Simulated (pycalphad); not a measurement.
CALPHAD calculation (pycalphad, COST 507 light-alloy database (1999)), 1 atm. No gas phase is included, though pure Mg would boil below 1650 K. The database dates from 1999; later assessments differ in places, in temperatures and in the compounds included. Kinetics are ignored, which matters at the lower temperatures.

Q: How does the equilibrium phase assembly of Al-8.28Mg-0.58Si (at.%) change on cooling from 1650 K to 350 K?

A: 
```
T (K)             phases above                phases below
-----  -----------------------  --------------------------
892.5                   LIQUID             FCC_A1 + LIQUID
853.2          FCC_A1 + LIQUID     FCC_A1 + LIQUID + MG2SI
822.9  FCC_A1 + LIQUID + MG2SI              FCC_A1 + MG2SI
565.4           FCC_A1 + MG2SI  ALMG_BETA + FCC_A1 + MG2SI
```
Changes were sought between steps of 25 K, so a narrower field can be missed.

Database names, with the compositions (at.%) that they take in these runs: MG2SI: Mg 67 Si 33; ALMG_BETA: Al 61 Mg 39. FCC_A1 is fcc.
